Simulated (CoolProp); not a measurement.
Properties of dodecamethylcyclohexasiloxane (D6) along the isotherm 620 K.

Values from CoolProp's reference Helmholtz-energy equation of state, Colonna 2008. It is a short technical equation, of lower accuracy than the large ones.

```csv
p (MPa),phase,density (kg/m³),cp (kJ/(kg K)),speed of sound (m/s),expansivity (1/kK)
0.0304,gas,2.665,1.959,106.5,1.696
0.0459,gas,4.056,1.960,105.7,1.741
0.0692,gas,6.190,1.961,104.4,…
0.104,gas,9.480,1.964,102.5,1.928
0.157,gas,…,1.968,99.45,…
0.238,gas,23.49,1.977,…,2.503
0.358,gas,38.41,1.995,86.69,3.309
0.541,gas,68.65,…,…,6.012
0.816,liquid,508.6,2.402,129.2,7.046
1.23,liquid,…,2.310,155.7,5.083
1.86,liquid,557.8,2.250,184.7,3.825
2.8,liquid,584.0,2.207,217.2,2.951
4.22,liquid,612.2,2.175,254.9,2.306
6.37,liquid,642.8,2.151,298.6,1.821
9.61,liquid,676.1,2.133,349.2,1.453
```

Question: Fill in the missing entries.

Answer: 
- 0.0692, expansivity (1/kK): 1.813
- 0.157, density (kg/m³): 14.75
- 0.157, expansivity (1/kK): 2.127
- 0.238, speed of sound (m/s): 94.58
- 0.541, cp (kJ/(kg K)): 2.064
- 0.541, speed of sound (m/s): 71.71
- 1.23, density (kg/m³): 532.8
